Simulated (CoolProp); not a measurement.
Model: reference Helmholtz-energy equation of state, Lemmon 2016, in CoolProp.

**Question.** For R227EA, give the phase and the cv (kJ/(kg K)), isothermal compressibility (1/MPa), Prandtl number at 227.6 K and 96.1 bar; 322.9 K and 96.1 bar; 394.4 K and 96.1 bar.

**Answer.** 
- 227.6 K and 96.1 bar: liquid; cv 0.727, isothermal compressibility 0.00144, Prandtl number 8.89
- 322.9 K and 96.1 bar: liquid; cv 0.861, isothermal compressibility 0.00544, Prandtl number 4.35
- 394.4 K and 96.1 bar: supercritical; cv 0.961, isothermal compressibility 0.0243, Prandtl number 2.80

Viscosity comes from a separate model (Huber 2003), an estimate that may be off by 10 % or more. Thermal conductivity comes from a separate model (Huber 2003), an estimate that may be off by 10 % or more.
